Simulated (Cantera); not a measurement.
Charge: 1 mol Si, 1.2 mol HBr, 8.5 mol H₂, equilibrated at 0.0680 bar.

Method: chemical equilibrium by Gibbs-energy minimisation in Cantera with the NASA 1993 tables (ideal gas, pure condensed phases). Candidate condensed phases: Br₂, Si; 19 gas species. Rates play no part.

### Question
What share of the Si ends up in condensed phases as a function of T (K), at 798, 873, 948, 1023, 1098, 1173, 1248, 1323?

### Answer
| T (K) | Si condensed (%) | as |
|---|---|---|
| 798 | 70.3 | Si(s) |
| 873 | 71.5 | Si(s) |
| 948 | 73.7 | Si(s) |
| 1023 | 76.6 | Si(s) |
| 1098 | 79.8 | Si(s) |
| 1173 | 82.1 | Si(s) |
| 1248 | 82.9 | Si(s) |
| 1323 | 82.6 | Si(s) |
